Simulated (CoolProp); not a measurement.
Aqueous ethanol as a coolant, at 24 °C, 1 atm.

Model: Melinder's fits for secondary coolants, in CoolProp.

```
mass %  freezing point (°C)  conductivity (W/(m K))  Prandtl number  viscosity (mPa s)  cp (kJ/(kg K))
------  -------------------  ----------------------  --------------  -----------------  --------------
3.8                    -1.5                   0.577            7.76               1.06           4.212
9.4                    -4.1                   0.538            10.6               1.33           4.282
14.9                   -7.3                   0.501            13.9               1.62           4.322
20.5                  -11.5                   0.467            17.6               1.91           4.320
26                    -16.4                   0.435            21.2               2.15           4.277
31.5                  -21.6                   0.405            24.2               2.33           4.202
37.1                  -26.9                   0.377            26.6               2.44           4.105
42.6                  -31.8                   0.351            28.4               2.49           4.001
48.1                  -36.2                   0.326            29.7               2.49           3.893
53.7                  -40.3                   0.303            30.5               2.45           3.771
```
